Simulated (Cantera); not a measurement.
Input (Python, Cantera):

```python
import numpy as np
import cantera as ct

gas = ct.Solution("gri30.yaml")
gas.TPX = 400, 740000, {'CH3OH': 1, 'O2': 2.03, 'N2': 7.62}
inlet = ct.Reservoir(gas, clone=True)
gas.equilibrate("HP")  # start burning
reactor = ct.IdealGasConstPressureReactor(gas, energy="on", clone=False)
exhaust = ct.Reservoir(gas, clone=True)
tau = [0.46, 0.16, 0.057, 0.02, 0.0072, 0.0026, 0.00091, 0.00032, 0.00011, 4e-05, 1.4e-05, 5.1e-06][0]
for a, b in ((inlet, reactor), (reactor, exhaust)):
    ct.MassFlowController(a, b, mdot=lambda t: reactor.mass / tau)
net = ct.ReactorNet([reactor])
show = ['CH3OH', 'O2', 'CO', 'HCO', 'O', 'HCN']

rows = []
print(f"{'tau/s':>10s}{'T/K':>9s}" + "".join(f"{s:>11s}" for s in show))
for tau in [0.46, 0.16, 0.057, 0.02, 0.0072, 0.0026, 0.00091, 0.00032, 0.00011, 4e-05, 1.4e-05, 5.1e-06]:
    net.initial_time = 0.0
    net.advance(30 * tau)
    before = gas.X
    net.advance(40 * tau)
    drift = np.max(np.abs(gas.X - before) / (gas.X + 1e-9))
    rows.append([gas.T, *gas[show].X, drift])
    print(f"{tau:10.3e}{gas.T:9.1f}" + "".join(f"{x:11.3e}" for x in gas[show].X))
```

Result:

```
     tau/s      T/K      CH3OH         O2         CO        HCO          O        HCN
 4.600e-01   2018.4  1.241e-07  4.673e-02  2.494e-04  1.130e-09  6.283e-05  2.131e-09
 1.600e-01   2019.6  3.475e-07  4.708e-02  2.759e-04  3.236e-09  6.598e-05  2.595e-09
 5.700e-02   2019.4  9.310e-07  4.725e-02  3.414e-04  9.082e-09  7.243e-05  2.800e-09
 2.000e-02   2017.6  2.405e-06  4.737e-02  5.067e-04  2.597e-08  8.844e-05  2.960e-09
 7.200e-03   2013.3  5.624e-06  4.753e-02  8.711e-04  7.254e-08  1.245e-04  3.222e-09
 2.600e-03   2004.7  1.222e-05  4.785e-02  1.615e-03  2.022e-07  1.986e-04  3.730e-09
 9.100e-04   1988.2  2.601e-05  4.855e-02  3.117e-03  5.820e-07  3.420e-04  4.747e-09
 3.200e-04   1958.6  5.486e-05  5.001e-02  5.984e-03  1.669e-06  5.838e-04  7.249e-09
 1.100e-04   1903.6  1.255e-04  5.316e-02  1.174e-02  4.938e-06  9.186e-04  1.518e-08
 4.000e-05   1776.8  4.349e-04  6.237e-02  2.700e-02  1.472e-05  8.803e-04  2.788e-08
 1.400e-05    400.0  9.390e-02  1.906e-01  7.873e-16 -1.132e-35  1.305e-29  7.020e-22
 5.100e-06    400.0  9.390e-02  1.906e-01 -7.696e-20 -3.266e-41 -4.812e-33 -6.863e-26
```

Cantera simulation using GRI-Mech 3.0 (53 species, 325 reactions); the numbers are that mechanism's predictions, not measurements. GRI-Mech 3.0 was tuned for natural gas; its chemistry of methanol as a main component is partial and can be far from experiment.
